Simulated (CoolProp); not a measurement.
Vapour-liquid equilibrium of toluene (1) + p-xylene (2) at 43.25 °C; x and y are mole fractions of (1).

Values from CoolProp's multi-fluid Helmholtz-energy mixture model, Lemmon 2006 and Zhou 2012; pair parameters Bell 2016.

**Question.** Give the bubble pressure and the first vapour's composition at x = 0.575, 0.65, 0.875. Is there an azeotrope?

**Answer.** x = 0.575: 0.006653 MPa, y = 0.798; x = 0.65: 0.007099 MPa, y = 0.843; x = 0.875: 0.008418 MPa, y = 0.952. No azeotrope shows between x = 0.05 and 0.95.

Pair parameters are fitted to limited data, so mixtures are less certain than the pure fluids.
